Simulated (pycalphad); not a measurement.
## Phase fractions of Si-66.07Cu (wt.%)

Computed with pycalphad from the COST 507 light-alloy database (1999), at 1 atm. The data set is of 1999 and partly superseded. Phase fractions are per mole of atoms. Kinetics are ignored, which matters at the lower temperatures.

```csv
T (K),liquid,diamond (Si),CU19SI6_ETA
1400,1.000,-,-
1300,[?],[?],-
1200,0.740,0.260,-
1100,0.678,0.322,-
1000,-,0.391,0.609
900,-,0.391,0.609
800,-,0.391,0.609
700,-,0.391,0.609
600,-,0.391,0.609
500,-,0.391,0.609
```

### Question
Some entries are withheld; supply them.

### Answer

- 1300, liquid: 0.852
- 1300, diamond (Si): 0.148

Database names, with the compositions (at.%) that they take in these runs: CU19SI6_ETA: Cu 76 Si 24.
